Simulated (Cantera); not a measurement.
Charge: 1 mol SiH4, 0.084 mol CH4, 130 mol H2, equilibrated at 1302 °C and 0.610 bar.

Equilibrium computed with Cantera from the NASA thermochemical tables; the gas is ideal and each condensed phase is pure. Candidate condensed phases: C, C6H6, C7H8, C8H18, Si, SiC; 87 gas species. Mutual solubility and eutectic melting of coexisting phases are not modelled. Rates play no part.

Task: What is the equilibrium state?

Result: 
| Item | Result |
|---|---|
| x(H2) | 1.000 |
| x(H) | 5.32e-5 |
| x(CH4) | 1.07e-5 |
| x(SiH2) | 3.76e-6 |
| n(Si(s)) | 0.917 mol |
| n(SiC(s)) | 0.0826 mol |
| gas amount | 132.2 mol |
| log10 activity of C(graphite) (absent) | -2.02 |
